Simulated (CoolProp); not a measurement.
A single-stage vapour-compression cycle with fluoroethane (R161): evaporating at 265.15 K (dew point), condensing at 290.15 K (bubble point), superheat 5 K, subcooling 2 K, compressor efficiency 0.85, no pressure losses. Each further row changes one setting.

Computed with CoolProp (reference Helmholtz-energy equation of state, Wu 2012).

```json
[
 {"case": "as stated", "cooling COP": "8.16", "pressure ratio": "2.22", "discharge temperature (K)": "311.6", "refrigerating effect (kJ/kg)": "347", "volumetric capacity (kJ/m³)": "2670"},
 {"case": "evaporating temperature 270.15 K", "cooling COP": "10.6", "pressure ratio": "1.87", "discharge temperature (K)": "307.9", "refrigerating effect (kJ/kg)": "350", "volumetric capacity (kJ/m³)": "3180"},
 {"case": "condensing temperature 285.15 K", "cooling COP": "10.4", "pressure ratio": "1.92", "discharge temperature (K)": "303.7", "refrigerating effect (kJ/kg)": "358", "volumetric capacity (kJ/m³)": "2750"},
 {"case": "subcooling 7 K", "cooling COP": "8.42", "pressure ratio": "2.22", "discharge temperature (K)": "311.6", "refrigerating effect (kJ/kg)": "358", "volumetric capacity (kJ/m³)": "2750"},
 {"case": "superheat 15 K", "cooling COP": "8.08", "pressure ratio": "2.22", "discharge temperature (K)": "321.6", "refrigerating effect (kJ/kg)": "359", "volumetric capacity (kJ/m³)": "2640"},
 {"case": "compressor efficiency 0.75", "cooling COP": "7.20", "pressure ratio": "2.22", "discharge temperature (K)": "315.4", "refrigerating effect (kJ/kg)": "347", "volumetric capacity (kJ/m³)": "2670"}
]
```
